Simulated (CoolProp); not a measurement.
Vapour-liquid equilibrium of octamethyltrisiloxane (MDM) (1) + octamethylcyclotetrasiloxane (D4) (2) at 0.0234 MPa; x and y are mole fractions of (1).

Values from CoolProp's multi-fluid Helmholtz-energy mixture model, Thol 2017 and Thol 2015; pair parameters Bell 2016.

### Question
Give the bubble temperature and the first vapour's composition at x = 0.25, 0.75, 0.95. Is there an azeotrope?

### Answer
x = 0.25: 118.8 °C, y = 0.411; x = 0.75: 108.6 °C, y = 0.863; x = 0.95: 105.2 °C, y = 0.976. No azeotrope shows between x = 0.05 and 0.95.

Pair parameters are fitted to limited data, so mixtures are less certain than the pure fluids.
